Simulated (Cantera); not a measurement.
Feed: 1 mol V, 6.6 mol NH₃, 130 mol H₂, equilibrated at 10000 Pa.

Equilibrium computed with Cantera from the NASA thermochemical tables; the gas is ideal and each condensed phase is pure. Candidate condensed phases: V, VN; 11 gas species. VN: taken at fixed stoichiometry. Condensed phases not in the tables: V₂N, N, O or C dissolved in the metal. Kinetics and transport are ignored.

Question: What share of the V ends up in condensed phases as a function of T (K), at 1573, 1673, 1773, 1873, 1973, 2073, 2173, 2273, 2373, 2473, 2573?

Answer: 
| T (K) | V condensed (%) | as |
|---|---|---|
| 1573 | 100.0 | VN(s) |
| 1673 | 100.0 | VN(s) |
| 1773 | 100.0 | VN(s) |
| 1873 | 100.0 | VN(s) |
| 1973 | 99.8 | VN(s) |
| 2073 | 99.0 | V(s) |
| 2173 | 96.3 | V(s) |
| 2273 | 88.1 | V(l) |
| 2373 | 65.4 | V(l) |
| 2473 | 7.4 | V(l) |
| 2573 | 0.0 | - |
